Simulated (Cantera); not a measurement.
An isothermal, constant-pressure homogeneous reactor starts with CH4 : H2 : CO2 = 0.011 : 1 : 0.013 (molar parts), at 1725 K and 2400 Pa.

Detailed kinetics in Cantera: GRI-Mech 3.0 (53 species, 325 reactions). Radical loss at walls, strong at low pressure, is not modelled.

x: mole fraction; the columns are a selection and need not sum to one.

| t (s) | x CH4 | x H2 | x CO2 | x CH2CO | x CO |
|---|---|---|---|---|---|
| 0.000600 | 0.0107 | 0.977 | 0.0127 | <1e-12 | 4.00e-7 |
| 0.00246 | 0.0107 | 0.977 | 0.0127 | <1e-12 | 6.88e-6 |
| 0.0101 | 0.0107 | 0.976 | 0.0126 | 1.88e-11 | 0.000116 |
| 0.0416 | 0.0106 | 0.974 | 0.0109 | ? | 0.00177 |
| 0.171 | 0.00965 | 0.966 | 0.00221 | ? | 0.0105 |
| 0.702 | 0.00647 | 0.965 | 4.72e-5 | ? | 0.0127 |
| 2.88 | 0.00271 | 0.967 | 4.62e-5 | 8.30e-8 | 0.0129 |
| 11.9 | 0.00107 | 0.969 | 4.53e-5 | 7.97e-8 | 0.0139 |
| 48.7 | 0.000677 | 0.970 | 4.02e-5 | ? | 0.0167 |
| 200 | 0.000308 | 0.973 | 2.61e-5 | ? | 0.0205 |

Q: Some entries are withheld; supply them.

A: 
- 0.0416, x CH2CO: 1.31e-9
- 0.171, x CH2CO: 1.69e-8
- 0.702, x CH2CO: 5.09e-8
- 48.7, x CH2CO: 4.12e-8
- 200, x CH2CO: 8.72e-9
